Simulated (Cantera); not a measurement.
A freely propagating, adiabatic, planar premixed flame of 13.6 % CH4, 18.1 % O2, 68.3 % N2, equivalence ratio 1.5, unburnt at 475 K and 10.0 bar; mixture-averaged transport, grid criteria slope 0.08 and curve 0.16, no radiation.

Computed with Cantera and GRI-Mech 3.0 (53 species, 325 reactions). Burning velocities carry a grid error of a few per cent, more on coarse grids.

**Question.** Predict: laminar burning velocity; thermal thickness; peak x(CO); peak x(C2H).

**Answer.** 
| Quantity | Value |
|---|---|
| laminar burning velocity | 13.8 cm/s |
| thermal thickness | 0.172 mm |
| peak x(CO) | 0.0859 |
| peak x(C2H) | 5.17e-7 |
